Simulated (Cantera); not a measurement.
# Pyrogenic steam for wet oxidation

A perfectly stirred reactor is fed with H2 : O2 : N2 = 0.54 : 1 : 7.1 (molar parts), at 0.132 atm; it is held at 950 K, and followed from long to short residence time.

Cantera simulation using GRI-Mech 3.0 (53 species, 325 reactions); the numbers are that mechanism's predictions, not measurements. Radical loss at walls, strong at low pressure, is not modelled. The temperature is held fixed by assumption; the heat of reaction is taken as removed at once.

```
τ (s)       x H2    x O2    x N2O   x H2O     x NO       x O   x H2O2
------  --------  ------  -------  ------  -------  --------  -------
2.5     0.000437  0.0874  6.77e-8  0.0640  7.58e-9   2.74e-5  3.98e-7
0.82    0.000817  0.0875  4.93e-8  0.0636  1.17e-8   5.50e-5  4.74e-7
0.27     0.00148  0.0878  3.40e-8  0.0629  2.07e-8  0.000107  5.29e-7
0.091    0.00261  0.0883  2.25e-8  0.0617  3.69e-8  0.000198  5.78e-7
0.030    0.00460  0.0891  1.41e-8  0.0594  6.43e-8  0.000363  6.26e-7
0.010    0.00802  0.0906  8.59e-9  0.0554  1.03e-7  0.000641  6.58e-7
0.0033    0.0140  0.0934  4.93e-9  0.0481  1.43e-7   0.00108  6.42e-7
0.0011    0.0242  0.0983  2.51e-9  0.0358  1.36e-7   0.00158  5.54e-7
```
x: mole fraction; the columns are a selection and need not sum to one.
